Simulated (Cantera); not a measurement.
## Nitride etching: BN + H2 + N2

Feed: 1 mol BN, 190 mol H2, 3.4 mol N2, equilibrated at 950 K and 200 Pa.

Method: chemical equilibrium by Gibbs-energy minimisation in Cantera with the NASA 1993 tables (ideal gas, pure condensed phases). Candidate condensed phases: B, BN; 15 gas species. Rates play no part.

- x(H2) = 0.982
- x(N2) = 0.0176
- n(BN(s)) = 1.00 mol
- gas amount = 193.4 mol
- log10 activity of B(s) (absent) = -6.96
